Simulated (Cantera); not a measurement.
A freely propagating, adiabatic, planar premixed flame of H2 : O2 : N2 = 1 : 0.562 : 1.8 (molar parts), unburnt at 600 K and 4950 Torr; mixture-averaged transport, grid criteria slope 0.08 and curve 0.16, no radiation.

Model: the H2/O2 subset of GRI-Mech 3.0, which has no nitrogen chemistry, integrated in Cantera. The hydrogen kinetics of GRI-Mech 3.0 are dated; newer H2 mechanisms differ, most at raised pressure. Burning velocities carry a grid error of a few per cent, more on coarse grids.

Task: How do the results move with these cheaper or finer settings: unity-Lewis-number transport; multicomponent transport; multicomponent+Soret transport; grid criteria slope 0.5, curve 1; grid criteria slope 0.25, curve 0.5; grid criteria slope 0.03, curve 0.06?

Result: 
```tsv
setting	laminar burning velocity	thermal thickness	peak x(O)	peak x(H)	grid points
as above	703 cm/s	0.0392 mm	0.0105	0.0275	105
unity-Lewis-number transport	568 cm/s	0.0325 mm	0.0118	0.0367	103
multicomponent transport	694 cm/s	0.0388 mm	0.0105	0.0275	105
multicomponent+Soret transport	641 cm/s	0.0384 mm	0.0103	0.0257	105
grid criteria slope 0.5, curve 1	832 cm/s	0.0492 mm	0.0113	0.0286	37
grid criteria slope 0.25, curve 0.5	744 cm/s	0.0424 mm	0.0107	0.0283	48
grid criteria slope 0.03, curve 0.06	693 cm/s	0.0384 mm	0.0104	0.0274	239
```
Unity Lewis numbers drop preferential diffusion, which matters most where H2 and H carry the flame; Soret adds thermal diffusion.
